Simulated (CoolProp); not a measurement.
Nitrous oxide along the isotherm 93.85 °C: fugacity coefficient from the reference equation and from simpler models built on Tc = 36.4 °C, pc = 72.45 bar, ω = 0.161; each cubic takes its own stable root.

Values from CoolProp's reference Helmholtz-energy equation of state, Lemmon 2006. It is a short technical equation, of lower accuracy than the large ones.

```csv
p (bar),phase,reference,Soave-Redlich-Kwong,Peng-Robinson
1.58,gas,0.9957,0.9958,0.9951
3.6,gas,0.9902,0.9904,0.9889
8.19,gas,0.9777,0.9784,0.9748
18.6,gas,0.9498,0.9513,0.9436
42.4,gas,0.8878,0.8913,0.8754
96.5,supercritical,0.7559,0.7652,0.7367
220,supercritical,0.5357,0.5641,0.5269
500,supercritical,0.4085,0.4526,0.4018
```
